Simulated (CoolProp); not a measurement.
The numbers come from the reference Helmholtz-energy equation of state, Lemmon 2006 in CoolProp. It is a short technical equation, of lower accuracy than the large ones.

**Question.** For acetone, give the phase and the cp (kJ/(kg K)), cv (kJ/(kg K)), speed of sound (m/s), isothermal compressibility (1/MPa) at 276.85 °C and 1.41 MPa.

**Answer.** 
- 276.85 °C and 1.41 MPa: gas; cp 2.13, cv 1.90, speed of sound 269, isothermal compressibility 0.784
